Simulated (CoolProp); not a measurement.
Saturated liquid density (kg/m³) of chloromethane (R40): the reference equation beside estimates from Tc = 418.6 K, pc = 6929 kPa, ω = 0.150.

Values from CoolProp's reference Helmholtz-energy equation of state, Thol 2014.

| T (K) | reference | van der Waals | Redlich-Kwong | Soave-Redlich-Kwong | Peng-Robinson |
|---|---|---|---|---|---|
| 247 | 1007 | 623.7 | 919.2 | 930.6 | 1050 |
| 256 | 991.4 | 614.6 | [?] | 916.1 | 1035 |
| 265 | 975.3 | 605.2 | 887.2 | [?] | 1018 |
| 274 | [?] | 595.5 | 870.2 | 884.9 | 1001 |
| 283 | 941.7 | 585.4 | 852.4 | 868.2 | 982.5 |
| 292.1 | [?] | 574.8 | 833.7 | 850.3 | [?] |
| 301.1 | 905.8 | 563.9 | 814.3 | 831.7 | 942.4 |
| 310.1 | 886.9 | 552.5 | 793.9 | [?] | 920.5 |
| 319.1 | 867.4 | 540.5 | 772.4 | [?] | 897.3 |
| 328.1 | [?] | 527.9 | 749.9 | 769.1 | 872.4 |
| 337.2 | 825.2 | 514.5 | 725.7 | 745.2 | 845.5 |

Question: Fill in the missing entries.

Answer: 
- 256, Redlich-Kwong: 903.5
- 265, Soave-Redlich-Kwong: 900.9
- 274, reference: 958.7
- 292.1, reference: 923.9
- 292.1, Peng-Robinson: 962.9
- 310.1, Soave-Redlich-Kwong: 812.0
- 319.1, Soave-Redlich-Kwong: 791.2
- 328.1, reference: 846.9

Absolute difference from the reference over all 11 rows, mean and median: van der Waals 37.8 and 37.8 %, Redlich-Kwong 10.0 and 9.8 %, Soave-Redlich-Kwong 8.2 and 8.0 %, Peng-Robinson 3.9 and 4.2 %.
